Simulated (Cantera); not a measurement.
Charge: 1 mol B2O3, 0.1 mol O2, 6.6 mol H2, equilibrated at 2125 °C and 4.73 Torr.

Equilibrium computed with Cantera from the NASA thermochemical tables; the gas is ideal and each condensed phase is pure. Candidate condensed phases: B, B2O3, B3O3H3, H2O; 23 gas species. The numbers say what is thermodynamically allowed, not how fast it happens.

Base state: H2 0.611, H 0.155, HBO2 0.0728, BO 0.0668, H2O 0.0310, B2O3 0.0304, HBO 0.0252, BO2 0.00408 (mole fractions); condensed: gas only.

### Question
What changes in the equilibrium state with this change: pressure from 4.73 Torr to 10.0 Torr?

### Answer
| species | before | after |
|---|---|---|
| H2 | 0.611 | 0.657 |
| H | 0.155 | 0.111 |
| HBO2 | 0.0728 | 0.0762 |
| BO | 0.0668 | 0.0541 |
| HBO | 0.0252 | 0.0309 |
| B2O3 | 0.0304 | 0.0361 |
| H2O | 0.0310 | 0.0285 |
| O | 0.000246 | 9.93e-5 |
| OH | 0.00144 | 0.000881 |
| BO2 | 0.00408 | 0.00283 |
| B2O2 | 0.00173 | 0.00241 |

### Question
What changes in the equilibrium state with this change: H2 from 6.6 to 0.6 mol?

### Answer
```json
[
 {"species": "B2O3", "before": "0.0304", "after": "0.352"},
 {"species": "HBO2", "before": "0.0728", "after": "0.251"},
 {"species": "H2", "before": "0.611", "after": "0.131"},
 {"species": "BO2", "before": "0.00408", "after": "0.0304"},
 {"species": "H", "before": "0.155", "after": "0.0719"},
 {"species": "BO", "before": "0.0668", "after": "0.104"},
 {"species": "HBO", "before": "0.0252", "after": "0.0182"},
 {"species": "H2O", "before": "0.0310", "after": "0.0318"},
 {"species": "O2", "before": "5.15e-6", "after": "0.000118"},
 {"species": "O", "before": "0.000246", "after": "0.00117"},
 {"species": "B2O2", "before": "0.00173", "after": "0.00421"},
 {"species": "OH", "before": "0.00144", "after": "0.00319"}
]
```
